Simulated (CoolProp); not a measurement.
Vapour-liquid equilibrium of propylene (1) + acetone (2) at 127 kPa; x and y are mole fractions of (1).

Values from CoolProp's multi-fluid Helmholtz-energy mixture model, Lemmon 2013 and Lemmon 2006; pair parameters Bell 2016.

Question: Give the bubble temperature and the first vapour's composition at x = 0.05, 0.65, 0.95. Is there an azeotrope?

Answer: x = 0.05: 18.4 °C, y = 0.822; x = 0.65: -38.5 °C, y = 0.995; x = 0.95: -41.5 °C, y = 0.998. No azeotrope shows between x = 0.05 and 0.95.

Pair parameters are fitted to limited data, so mixtures are less certain than the pure fluids. With so large a gap from Raoult's law the liquid may split in two, which this calculation doesn't test in full.
